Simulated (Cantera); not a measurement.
Charge: 1 mol Cu, 1.3 mol F₂, equilibrated at 1223.15 K and 75.0 Torr.

Equilibrium computed with Cantera from the NASA thermochemical tables; the gas is ideal and each condensed phase is pure. Candidate condensed phases: Cu, CuF₂; 6 gas species. Equilibrium is a limit: real reactors are often held back by kinetics, nucleation or transport.

Base state: F 0.805, F₂ 0.179, CuF₂ 0.0162 (mole fractions); condensed: CuF₂(l).

**Question.** What changes in the equilibrium state with this change: 0.0051 mol CH₄ added?

**Answer.** 
```csv
species,before,after
F,0.805,0.770
F₂,0.179,0.164
HF,0,0.0400
CF₄,0,0.0100
CuF₂,0.0162,0.0162
"CuF₂(l), mol",0.992,0.992
```
Gases not in the tables: C₂F₆ and larger saturated fluorocarbons. Further candidate phases: C, C₆H₆, C₇H₈, C₈H₁₈.

**Question.** What changes in the equilibrium state with this change: temperature from 1223.15 K to 1000 K?

**Answer.** 
```tsv
species	before	after
F₂	0.179	0.734
F	0.805	0.266
CuF₂	0.0162	0.000120
CuF₂(l), mol	0.992	0
CuF₂(s), mol	0	1.000
```

**Question.** What changes in the equilibrium state with this change: temperature from 1223.15 K to 1125 K?

**Answer.** 
```json
[
 {"species": "F", "before": "0.805", "after": "0.594"},
 {"species": "F₂", "before": "0.179", "after": "0.403"},
 {"species": "CuF₂", "before": "0.0162", "after": "0.00314"},
 {"species": "CuF₂(l), mol", "before": "0.992", "after": "0.999"}
]
```
